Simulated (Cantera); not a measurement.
An isothermal, constant-pressure homogeneous reactor starts with 27.0 % NH3, 73.0 % N2, at 2200 K and 100000 Pa.

Model: the gas-phase N/H chemistry of the illustrative SiF4/NH3 mechanism in the Surface Chemkin manual (1991), integrated in Cantera. Walls and surfaces, which speed up NH3 decomposition in real reactors, are not modelled.

One state of this run: x NH3 = 0.259; x N = 5.28e-7; x H = 3.05e-5; x H2 = 0.0117; x NH2 = 0.00172; x N2H2 = 3.92e-6. x: mole fraction; the columns are a selection and need not sum to one.

### Question
Which value of t (s) does it belong to?
A) 6.00e-5
B) 0.134
C) 0.485
D) 0.000217

### Answer
D, 0.000217
